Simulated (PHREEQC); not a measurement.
# Leach liquor: an equilibrium model

Dissolve 0.016 mol HCl, 0.059 mol Li2SO4 and 0.00048 mol Na2SO4 per kg of water at 25 °C. Closed to the air; pH follows from the charge balance.

Computed with PHREEQC (ion-association model, phreeqc.dat).

Each row changes one thing in this solution. Precipitation was switched off in this run.

```json
[
 {"case": "as made", "pH": "2.27", "ionic strength (mol/kgw)": "0.162", "SO4-2 (mol/kgw)": "0.0433", "HSO4- (mol/kgw)": "0.00938"},
 {"case": "Li2SO4 replaced by Al2(SO4)3 at the same molality", "pH": "…", "ionic strength (mol/kgw)": "0.201", "SO4-2 (mol/kgw)": "0.0370", "HSO4- (mol/kgw)": "0.00842"},
 {"case": "Na2SO4 replaced by NaCl at the same molality", "pH": "2.27", "ionic strength (mol/kgw)": "0.161", "SO4-2 (mol/kgw)": "0.0429", "HSO4- (mol/kgw)": "0.00935"},
 {"case": "Na2SO4 left out", "pH": "2.27", "ionic strength (mol/kgw)": "0.161", "SO4-2 (mol/kgw)": "0.0429", "HSO4- (mol/kgw)": "0.00935"},
 {"case": "HCl from 0.016 to 0.024 mol/kgw", "pH": "…", "ionic strength (mol/kgw)": "0.163", "SO4-2 (mol/kgw)": "0.0396", "HSO4- (mol/kgw)": "0.0135"}
]
```

Task: Fill in the missing entries.

Result: 
- Li2SO4 replaced by Al2(SO4)3 at the same molality, pH: 2.22
- HCl from 0.016 to 0.024 mol/kgw, pH: 2.07
